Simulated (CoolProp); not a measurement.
Model: reference Helmholtz-energy equation of state, Younglove 1994, in CoolProp. It is a modified Benedict-Webb-Rubin equation, recast in Helmholtz form.

### Question
For R123, give the phase and the speed of sound (m/s), fugacity coefficient at 176.85 °C and 115 bar; 189.85 °C and 115 bar; 196.45 °C and 115 bar.

### Answer
- 176.85 °C and 115 bar: liquid; speed of sound 338, fugacity coefficient 0.271
- 189.85 °C and 115 bar: supercritical; speed of sound 308, fugacity coefficient 0.310
- 196.45 °C and 115 bar: supercritical; speed of sound 294, fugacity coefficient 0.330
